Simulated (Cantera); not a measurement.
Feed: 1 mol borazine, 0.92 mol H₂O, at 2400 K and 0.140 bar.

Equilibrium computed with Cantera from the NASA thermochemical tables; the gas is ideal and each condensed phase is pure. Candidate condensed phases: B, BN, B₂O₃, B₃O₃H₃, H₂O; 39 gas species. The feed counts by its element totals alone. Mutual solubility and eutectic melting of coexisting phases are not modelled. The tables' values for BH₂ are old estimates; treat these amounts as uncertain. Gases not in the tables: B₂H₆ and higher boranes. The numbers say what is thermodynamically allowed, not how fast it happens.

Base state: H₂ 0.674, N₂ 0.135, HBO 0.0867, BO 0.0467, H 0.0349, B₂O₂ 0.0185, BH₂ 0.00201, B₂O 0.00149 (mole fractions); condensed: B(l) + BN(s).

**Question.** What changes in the equilibrium state with this change: temperature from 2400 K to 2350 K?

**Answer.** 
```
species       before     after
----------  --------  --------
H₂             0.674     0.717
HBO           0.0867    0.0953
N₂             0.135    0.0927
H             0.0349    0.0282
B₂O₂          0.0185    0.0221
BO            0.0467    0.0405
BN           1.43e-5   6.70e-6
B           0.000228  0.000117
B₂O₃        0.000280  0.000463
B(l), mol      0.494         0
BN(s), mol      1.57      2.07
```
